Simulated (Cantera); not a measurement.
Reactions in the system N-O-P

Standard-state values (1 bar) from the NASA 1993 polynomials, evaluated with Cantera. Values are per mole of reaction as written; species without (g) are pure solids or liquids, kept so even where they would boil at 1 bar.

10 N₂(g) + P₄O₁₀ = P₄(g) + 10 N₂O(g)

| T (K) | ΔH° (kJ) | ΔS° (J/K) | ΔG° (kJ) | log10 K |
|---|---|---|---|---|
| 498 | 3874.3 | 308.1 | 3720.8 | -390.26 |
| 548 | 3871.1 | 302.0 | 3705.6 | -353.20 |
| 598 | 3867.6 | 295.9 | 3690.6 | -322.37 |
| 648 | 3863.7 | 289.8 | 3676.0 | -296.31 |
